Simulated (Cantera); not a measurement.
Predominance diagram of Na at 825 K against the partial pressures of O2 and SO2 (log10, bar). Cantera with NASA thermochemical tables; ideal gases at 1 bar, condensed phases pure. Candidates: Na(l), Na2O(s), Na2O2(s), Na2S(s), Na2SO4(s). Only these pure phases compete in this equilibrium. Not in the tables: pyrosulfates.

Which phase is stable at these pairs, and which metal-bearing vapour leads over it? (-22.8, -15); (-8.3, -7.9); (-18.7, -4.3); (-24.9, -15); (0, -6.1); (-14.5, 1); (-4.2, -7.9)


| log p(O2) | log p(SO2) | phase | chief vapour | log p (bar) |
|---|---|---|---|---|
| -22.8 | -15 | Na2SO4(s) | Na | -7.0 |
| -8.3 | -7.9 | Na2SO4(s) | Na2SO4 | -13.1 |
| -18.7 | -4.3 | Na2SO4(s) | Na2SO4 | -13.1 |
| -24.9 | -15 | Na2S(s) | Na | -7.6 |
| 0 | -6.1 | Na2SO4(s) | Na2SO4 | -13.1 |
| -14.5 | 1 | Na2SO4(s) | Na2SO4 | -13.1 |
| -4.2 | -7.9 | Na2SO4(s) | Na2SO4 | -13.1 |
